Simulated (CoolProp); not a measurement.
A single-stage vapour-compression cycle with fluoroethane (R161): evaporating at 202.15 K (dew point), condensing at 257.15 K (bubble point), superheat 8 K, subcooling 8 K, compressor efficiency 0.6, no pressure losses. Each further row changes one setting.

Values from CoolProp's reference Helmholtz-energy equation of state, Wu 2012.

| case | cooling COP | pressure ratio | discharge temperature (K) | refrigerating effect (kJ/kg) | volumetric capacity (kJ/m³) |
|---|---|---|---|---|---|
| as stated | ? | 15.3 | 378.4 | 375 | 168 |
| evaporating temperature 207.15 K | 2.12 | ? | 364.9 | ? | ? |
| condensing temperature 252.15 K | ? | ? | 366.5 | 385 | 173 |
| subcooling 13 K | 1.88 | 15.3 | 378.4 | 385 | 173 |
| superheat 18 K | 1.81 | 15.3 | ? | 385 | 165 |
| compressor efficiency 0.5 | ? | 15.3 | 405.0 | 375 | 168 |

**Question.** What belongs in the gaps?

**Answer.** 
- as stated, cooling COP: 1.84
- evaporating temperature 207.15 K, pressure ratio: 11.2
- evaporating temperature 207.15 K, refrigerating effect (kJ/kg): 380
- evaporating temperature 207.15 K, volumetric capacity (kJ/m³): 229
- condensing temperature 252.15 K, cooling COP: 2.06
- condensing temperature 252.15 K, pressure ratio: 12.7
- superheat 18 K, discharge temperature (K): 391.0
- compressor efficiency 0.5, cooling COP: 1.53
